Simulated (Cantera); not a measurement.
SiCl4 + N2 + H2 (silicon nitride deposition)

A closed system holds: 1 mol SiCl4, 59 mol N2, 2.3 mol H2, at 7.05 Torr.

Method: chemical equilibrium by Gibbs-energy minimisation in Cantera with the NASA 1993 tables (ideal gas, pure condensed phases). Candidate condensed phases: NH4Cl, Si, Si3N4; 28 gas species. N2 is the only nitrogen source here; it is nearly inert below about 1500 K, so the nitride shown seldom forms there in practice. The tables' values for SiCl3, SiCl, SiN are old estimates; treat these amounts as uncertain. Kinetics and transport are ignored.

```tsv
T (K)	x N2	x HCl	x H2	x SiCl2	n Si3N4(s)
1323	0.933	0.0520	0.0107	0.00152	0.252
1423	0.933	0.0473	0.0130	0.00551	0.185
1523	0.932	0.0381	0.0174	0.0113	0.0779
1623	0.932	0.0311	0.0208	0.0154	0
1723	0.932	0.0311	0.0207	0.0155	0
1823	0.931	0.0309	0.0205	0.0155	0
1923	0.930	0.0306	0.0203	0.0152	0
2023	0.928	0.0304	0.0196	0.0144	0
2123	0.924	0.0304	0.0183	0.0126	0
```
x: gas mole fraction; n: condensed amount in mol.

From 1323 K to 1523 K the condensed part is Si3N4(s). From 1623 K to 2123 K nothing is condensed. The main Si-bearing gas is SiCl4 at 1323 K and SiCl2 at 2123 K.
